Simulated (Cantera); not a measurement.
Input (Python, Cantera) and output of one run.

```python
import numpy as np
import cantera as ct

gas_names = """
    B BH BH2 BH3 BN BO BO2 B2 B2O B2O2 B2O3 B3O3H3 H HBO HBO2 HNO HNO2 HNO3 HO2 H2 H2O H2O2 H3B3O6 N NH
    NH2 NH3 NH2OH NO NO2 NO3 N2 N2H2 N2H4 N2O O OH O2 O3
""".split()
cond_names = """
    B(b) B(L) BN(s) B2O3(L) B3O3H3(cr) H2O(s) H2O(L)
""".split()


def load(file, names, dense=False):
    # The tables refer to 1 bar. Condensed volumes are neglected.
    table = {s.name: s for s in ct.Species.list_from_file(file)}
    out = []
    for n in names:
        d = dict(table[n].input_data)
        d["thermo"] = dict(d["thermo"], **{"reference-pressure": 1e5})
        if dense:
            d["equation-of-state"] = {"model": "constant-volume", "density": "1e6 g/cm^3"}
        out.append(ct.Species.from_dict(d))
    return out


gas = ct.Solution(thermo="ideal-gas", species=load("nasa_gas.yaml", gas_names))
cond = {s.name: ct.Solution(thermo="fixed-stoichiometry", species=[s], name=s.name)
        for s in load("nasa_condensed.yaml", cond_names, dense=True)}
atoms = {
    'borazine': {'B': 3, 'N': 3, 'H': 6},
    'H2O': {'H': 2, 'O': 1},
    'H2': {'H': 2},
}
top_T = {'BN(s)': 3200}  # K; cautious upper limits of use, not melting points


def equilibrate(T, P, feed):
    n = {}
    for name, mol in feed.items():
        for a, k in atoms[name].items():
            n[a] = n.get(a, 0.0) + k * mol
    gas.TPX = T, P, n
    mass = sum(n.values()) * gas.mean_molecular_weight
    gas.equilibrate("TP")
    valid = [c for c in cond.values() if c.min_temp <= T <= top_T.get(c.name, c.max_temp)]
    mix = ct.Mixture([(gas, mass / gas.mean_molecular_weight)] + [(c, 0.0) for c in valid])
    mix.T, mix.P = T, P
    mix.equilibrate("TP", solver="vcs", rtol=1e-11, max_steps=5000)
    return mix


results = []
feed = {'borazine': 1, 'H2O': 12, 'H2': 0.2}  # mol
T = 1323.15  # K
P = 11000  # Pa
mix = equilibrate(T, P, feed)
results.append((T, P, feed, dict(zip(mix.species_names, mix.species_moles))))
print(gas.report(threshold=0.001))
for i in range(1, mix.n_phases):
    print(f"{mix.phase(i).name:16s} {mix.phase_moles(i):12.5e} mol")
```

Result:

```
       temperature   1323.2 K
          pressure   11000 Pa
           density   0.011853 kg/m^3
  mean mol. weight   11.854 kg/kmol
   phase of matter   gas

                          1 kg             1 kmol
                     ---------------   ---------------
          enthalpy       -6.5664e+06        -7.784e+07  J
   internal energy       -7.4945e+06       -8.8842e+07  J
           entropy             20204         2.395e+05  J/K
    Gibbs function       -3.3299e+07       -3.9474e+08  J
 heat capacity c_p            3242.3             38435  J/K
 heat capacity c_v            2540.9             30121  J/K

                      mass frac. Y      mole frac. X     chem. pot. / RT
                     ---------------   ---------------   ---------------
              HBO2          0.029975         0.0081095           -91.379
                H2          0.078123           0.45937            -21.23
               H2O           0.67212           0.44227           -50.816
                N2           0.21148          0.089489           -30.256
     [  +35 minor]         0.0082995        0.00075528

B(b)              0.00000e+00 mol
BN(s)             0.00000e+00 mol
B2O3(L)           1.41321e+00 mol
B3O3H3(cr)        0.00000e+00 mol
```

Cantera equilibrium calculation (NASA polynomials, part measured and part estimated; ideal gas, pure solids and liquids). The feed counts by its element totals alone. Gases not in the tables: H3BO3.
